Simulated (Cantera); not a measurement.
An isothermal, constant-pressure homogeneous reactor starts with H2 : O2 : N2 = 1.4 : 1 : 0.54 (molar parts), at 800 K and 308 Torr. Integrator tolerance rtol = 1e-08.

Computed with Cantera and the H2/O2 subset of GRI-Mech 3.0, which has no nitrogen chemistry. Below about 950 K walls govern HO2 and H2O2 in real vessels. The temperature is held fixed by assumption; the heat of reaction is taken as removed at once.

What does this change do: pressure from 308 Torr to 100.0 Torr?


| quantity | before | after |
|---|---|---|
| x(H2) at 4.00 s | 0.476 (gas-phase equilibrium <1e-12) | 0.393 (gas-phase equilibrium <1e-12) |
| x(O2) at 4.00 s | 0.340 (gas-phase equilibrium 0.134) | 0.304 (gas-phase equilibrium 0.134) |
| x(H2O2) at 4.00 s | 4.31e-5 (gas-phase equilibrium 1.70e-11) | 0.000151 (gas-phase equilibrium 9.69e-12) |
| x(H) at 4.00 s | 5.59e-10 (gas-phase equilibrium <1e-12) | 4.89e-9 (gas-phase equilibrium <1e-12) |
| x(O) at 4.00 s | 5.08e-11 (gas-phase equilibrium <1e-12) | 4.80e-10 (gas-phase equilibrium <1e-12) |
Radical loss at walls, strong at low pressure, is not modelled.
